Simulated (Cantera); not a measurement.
Feed: 1 mol BF3, 30 mol H2, held at 700 °C and 0.00830 bar.

Equilibrium computed with Cantera from the NASA thermochemical tables; the gas is ideal and each condensed phase is pure. Candidate condensed phases: B; 20 gas species. Rates play no part.

Base state: H2 0.967, BF3 0.0319, HF 0.000336, BHF2 0.000336 (mole fractions); condensed: gas only.

What changes in the equilibrium state with this change: BF3 replaced by borazine?


```
species       before  after
----------  --------  -----
H2             0.967   1.00
BF3           0.0319      0
HF          0.000336      0
BHF2        0.000336      0
BN(s), mol         0   3.00
```
The feed counts by its element totals alone. Further candidate phases: BN.
